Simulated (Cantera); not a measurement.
# TiO₂ + Cl₂ + O₂ (oxide etching and cleaning by halides)

Feed: 1 mol TiO₂, 33 mol Cl₂, 0.068 mol O₂, held at 2.20 mbar.

Cantera equilibrium calculation (NASA polynomials, part measured and part estimated; ideal gas, pure solids and liquids). Candidate condensed phases: Ti, TiCl₂, TiCl₃, TiCl₄, TiO, TiO₂, Ti₂O₃, Ti₃O₅, Ti₄O₇; 15 gas species. Condensed phases not in the tables: TiOCl. The numbers say what is thermodynamically allowed, not how fast it happens.

| T (°C) | log p Cl₂ | log p Cl | log p O₂ | log p TiCl₄ | log p ClO | log p TiOCl₂ | log p TiCl₃ | log p O | n TiO₂(rutile) |
|---|---|---|---|---|---|---|---|---|---|
| 650 | -2.66 | -5.28 | -5.34 | -7.02 | -9.06 | <-14 | -14.61 | -13.57 | 0.999 |
| 700 | -2.66 | -4.92 | -5.32 | -6.52 | -8.75 | -13.80 | -13.47 | -12.83 | 0.995 |
| 750 | -2.66 | -4.60 | -5.28 | -6.10 | -8.47 | -12.79 | -12.47 | -12.15 | 0.988 |
| 800 | -2.67 | -4.30 | -5.21 | -5.76 | -8.19 | -11.90 | -11.60 | -11.51 | 0.974 |
| 850 | -2.68 | -4.04 | -5.12 | -5.49 | -7.93 | -11.11 | -10.84 | -10.91 | 0.950 |
| 900 | -2.69 | -3.80 | -5.01 | -5.27 | -7.69 | -10.40 | -10.18 | -10.36 | 0.917 |
| 950 | -2.72 | -3.58 | -4.91 | -5.10 | -7.46 | -9.77 | -9.59 | -9.85 | 0.873 |
| 1000 | -2.75 | -3.39 | -4.83 | -4.97 | -7.27 | -9.20 | -9.07 | -9.38 | 0.821 |
| 1050 | -2.80 | -3.22 | -4.76 | -4.87 | -7.10 | -8.68 | -8.60 | -8.95 | 0.763 |
| 1100 | -2.88 | -3.08 | -4.71 | -4.80 | -6.97 | -8.22 | -8.18 | -8.57 | 0.708 |
| 1150 | -2.97 | -2.96 | -4.70 | -4.78 | -6.87 | -7.81 | -7.82 | -8.22 | 0.666 |
| 1200 | -3.10 | -2.86 | -4.72 | -4.79 | -6.82 | -7.44 | -7.49 | -7.91 | 0.648 |
| 1250 | -3.25 | -2.79 | -4.77 | -4.85 | -6.80 | -7.12 | -7.22 | -7.64 | 0.661 |
log p: log10 of the partial pressure in bar; n: condensed amount in mol.

From 650 °C to 1250 °C the condensed part is TiO₂(rutile). The main Ti-bearing gas is TiCl₄ throughout. The share of Ti in condensed phases is highest at 650 °C (99.9 %) and lowest at 1200 °C (64.8 %).
